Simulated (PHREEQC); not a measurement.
## Nickel, zinc or cadmium bath: an equilibrium model

Consider water at 77 °C with 0.27 mol/kgw ZnCl2. Closed to the air; pH follows from the charge balance.

The numbers come from PHREEQC with the ion-association model, wateq4f.dat.

Each row changes one thing in this solution. No solid was allowed to form.

```csv
case,pH,ionic strength (mol/kgw),Cl- (mol/kgw)
as made,4.53,0.442,0.318
0.23 mol/kgw Na2SO4 added,5.09,0.867,?
ZnCl2 replaced by SrCl2 at the same molality,6.28,0.810,0.540
temperature from 77 to 15 °C,?,0.696,0.470
ZnCl2 from 0.27 to 0.054 mol/kgw,4.69,0.120,?
ZnCl2 from 0.27 to 0.54 mol/kgw,?,0.764,0.481
ZnCl2 replaced by BaCl2 at the same molality,6.28,0.810,0.540
0.44 mol/kgw CaCl2 added,?,1.60,0.883
```

Question: What belongs in the gaps?

Answer: 
- 0.23 mol/kgw Na2SO4 added, Cl- (mol/kgw): 0.372
- temperature from 77 to 15 °C, pH: 4.74
- ZnCl2 from 0.27 to 0.054 mol/kgw, Cl- (mol/kgw): 0.0864
- ZnCl2 from 0.27 to 0.54 mol/kgw, pH: 4.48
- 0.44 mol/kgw CaCl2 added, pH: 4.86

The ionic strength passes 0.7 mol/kgw, the rough limit of the ion-association models, in 0.23 mol/kgw Na2SO4 added; ZnCl2 replaced by SrCl2 at the same molality; ZnCl2 from 0.27 to 0.54 mol/kgw; ZnCl2 replaced by BaCl2 at the same molality; 0.44 mol/kgw CaCl2 added. Away from 25 °C the constants follow the database's enthalpies or fits; those with neither stay at their 25 °C values.
